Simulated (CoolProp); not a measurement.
Vapour-liquid equilibrium of R1234yf (1) + R1234ze(E) (2) at 200.7 K; x and y are mole fractions of (1).

Computed with CoolProp (multi-fluid Helmholtz-energy mixture model, Lemmon 2022 and Thol 2016; pair parameters Bell 2022).

Give the bubble pressure and the first vapour's composition at x = 0.05, 0.55, 0.75. Is there an azeotrope?

x = 0.05: 0.004876 MPa, y = 0.105; x = 0.55: 0.007329 MPa, y = 0.709; x = 0.75: 0.008249 MPa, y = 0.855. No azeotrope shows between x = 0.05 and 0.95.

The pair parameters rest on a limited set of measurements; away from them the model extrapolates.
